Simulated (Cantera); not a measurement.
Charge: 1 mol CuO, 5.1 mol C, a varied amount of N2, held at 370 Pa.

Cantera equilibrium calculation (NASA polynomials, part measured and part estimated; ideal gas, pure solids and liquids). Candidate condensed phases: C, Cu, CuO, Cu2O; 27 gas species. The numbers say what is thermodynamically allowed, not how fast it happens.

Question: What condenses at these points (T in °C, n(N2) in mol): (1202, 7.2); (1002, 0.58); (802, 3.1); (1302, 0.76); (1502, 9.5)?

Answer: 
```json
[
 {"T (°C)": "1202", "n(N2) in mol": "7.2", "condensed phases": "C + Cu", "Cu condensed (%)": "98.8"},
 {"T (°C)": "1002", "n(N2) in mol": "0.58", "condensed phases": "C + Cu", "Cu condensed (%)": "100.0"},
 {"T (°C)": "802", "n(N2) in mol": "3.1", "condensed phases": "C + Cu", "Cu condensed (%)": "100.0"},
 {"T (°C)": "1302", "n(N2) in mol": "0.76", "condensed phases": "C + Cu", "Cu condensed (%)": "98.7"},
 {"T (°C)": "1502", "n(N2) in mol": "9.5", "condensed phases": "C", "Cu condensed (%)": "0.0"}
]
```
